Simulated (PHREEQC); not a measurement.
Make-up at 25 °C: 0.019 mol/kgw H3AsO4 and 0.068 mol/kgw NH3. Closed to the air; pH follows from the charge balance.

All values are PHREEQC results (ion-association model, wateq4f.dat), not measurements.

Problem. The ionic strength comes out as 0.0575 mol/kgw. What activity coefficients do NH4+, AsO4-3, H2AsO4-, OH-, HAsO4-2 get?

Solution. NH4+ 0.81, AsO4-3 0.16, H2AsO4- 0.81, OH- 0.80, HAsO4-2 0.44.

This is a speciation only: nothing precipitates in the calculation.
